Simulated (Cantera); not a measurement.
Adiabatic ignition

An adiabatic, constant-volume homogeneous reactor starts with 8.90 % CO, 8.36 % H2, 12.0 % O2, 70.7 % N2, at 1675 K and 760 Torr.

Detailed kinetics in Cantera: GRI-Mech 3.0 (53 species, 325 reactions).

```json
[
 {"t (s)": "3.00e-6", "T (K)": "1675", "P (bar)": "1.01", "x CO": "0.0890", "x H2": "0.0836", "x O2": "0.120", "x H2O": "5.77e-6", "x O": "2.00e-6", "x N2O": "8.02e-12", "x H": "5.79e-6"},
 {"t (s)": "7.38e-6", "T (K)": "1675", "P (bar)": "1.01", "x CO": "0.0889", "x H2": "0.0829", "x O2": "0.120", "x H2O": "0.000455", "x O": "0.000126", "x N2O": "2.75e-10", "x H": "0.000361"},
 {"t (s)": "1.82e-5", "T (K)": "1791", "P (bar)": "1.08", "x CO": "0.0730", "x H2": "0.0100", "x O2": "0.0670", "x H2O": "0.0528", "x O": "0.0275", "x N2O": "1.40e-7", "x H": "0.0318"},
 {"t (s)": "4.47e-5", "T (K)": "2097", "P (bar)": "1.24", "x CO": "0.0474", "x H2": "0.0111", "x O2": "0.0536", "x H2O": "0.0535", "x O": "0.0260", "x N2O": "1.89e-7", "x H": "0.0266"},
 {"t (s)": "0.000110", "T (K)": "2430", "P (bar)": "1.41", "x CO": "0.0415", "x H2": "0.00848", "x O2": "0.0508", "x H2O": "0.0642", "x O": "0.0162", "x N2O": "3.12e-7", "x H": "0.0119"},
 {"t (s)": "0.000271", "T (K)": "2686", "P (bar)": "1.53", "x CO": "0.0320", "x H2": "0.00554", "x O2": "0.0469", "x H2O": "0.0728", "x O": "0.00878", "x N2O": "6.79e-7", "x H": "0.00479"},
 {"t (s)": "0.000668", "T (K)": "2736", "P (bar)": "1.55", "x CO": "0.0292", "x H2": "0.00489", "x O2": "0.0445", "x H2O": "0.0748", "x O": "0.00720", "x N2O": "8.46e-7", "x H": "0.00370"},
 {"t (s)": "0.00164", "T (K)": "2730", "P (bar)": "1.55", "x CO": "0.0290", "x H2": "0.00488", "x O2": "0.0422", "x H2O": "0.0751", "x O": "0.00680", "x N2O": "8.85e-7", "x H": "0.00360"},
 {"t (s)": "0.00404", "T (K)": "2724", "P (bar)": "1.55", "x CO": "0.0289", "x H2": "0.00489", "x O2": "0.0404", "x H2O": "0.0754", "x O": "0.00649", "x N2O": "9.37e-7", "x H": "0.00352"},
 {"t (s)": "0.00996", "T (K)": "2723", "P (bar)": "1.55", "x CO": "0.0289", "x H2": "0.00489", "x O2": "0.0400", "x H2O": "0.0754", "x O": "0.00643", "x N2O": "9.49e-7", "x H": "0.00351"},
 {"t (s)": "0.0245", "T (K)": "2723", "P (bar)": "1.55", "x CO": "0.0289", "x H2": "0.00489", "x O2": "0.0400", "x H2O": "0.0754", "x O": "0.00643", "x N2O": "9.49e-7", "x H": "0.00351"},
 {"t (s)": "0.0603", "T (K)": "2723", "P (bar)": "1.55", "x CO": "0.0289", "x H2": "0.00489", "x O2": "0.0400", "x H2O": "0.0754", "x O": "0.00643", "x N2O": "9.49e-7", "x H": "0.00351"},
 {"t (s)": "0.149", "T (K)": "2723", "P (bar)": "1.55", "x CO": "0.0289", "x H2": "0.00489", "x O2": "0.0400", "x H2O": "0.0754", "x O": "0.00643", "x N2O": "9.49e-7", "x H": "0.00351"},
 {"t (s)": "0.366", "T (K)": "2723", "P (bar)": "1.55", "x CO": "0.0289", "x H2": "0.00489", "x O2": "0.0400", "x H2O": "0.0754", "x O": "0.00643", "x N2O": "9.49e-7", "x H": "0.00351"},
 {"t (s)": "0.900", "T (K)": "2723", "P (bar)": "1.55", "x CO": "0.0289", "x H2": "0.00489", "x O2": "0.0400", "x H2O": "0.0754", "x O": "0.00643", "x N2O": "9.49e-7", "x H": "0.00351"}
]
```
x: mole fraction; the columns are a selection and need not sum to one.

The time of steepest temperature rise is 14.3 µs. The temperature at 0.900 s is 2723 K and the equilibrium temperature is 2723 K. The x(CO) at 0.900 s is 0.0289 (gas-phase equilibrium 0.0289), the x(H2) at 0.900 s comes out as 0.00489 (gas-phase equilibrium 0.00489) and the x(O2) at 0.900 s is 0.0400 (gas-phase equilibrium 0.0400).
